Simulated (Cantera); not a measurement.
**Equilibrium for silicon epitaxy and polysilicon growth: Si2Cl6 + HCl + N2**

Feed: 1 mol Si2Cl6, 0.028 mol HCl, 95 mol N2, at 1598 K and 101000 Pa.

Equilibrium computed with Cantera from the NASA thermochemical tables; the gas is ideal and each condensed phase is pure. Candidate condensed phases: NH4Cl, Si, Si3N4; 28 gas species. The feed counts by its element totals alone. The tables' values for SiCl3 are old estimates; treat these amounts as uncertain. Kinetics and transport are ignored.

```
Item                                  Result
--------------------------------  ----------
x(N2)                                  0.980
x(SiCl4)                             0.00936
x(SiCl2)                             0.00544
x(SiCl3)                             0.00454
x(HCl)                              0.000288
x(Cl)                                2.51e-5
x(SiHCl3)                            1.07e-6
n(Si3N4(s))                       0.0424 mol
gas amount                         96.82 mol
log10 activity of Si(s) (absent)       -2.36
```
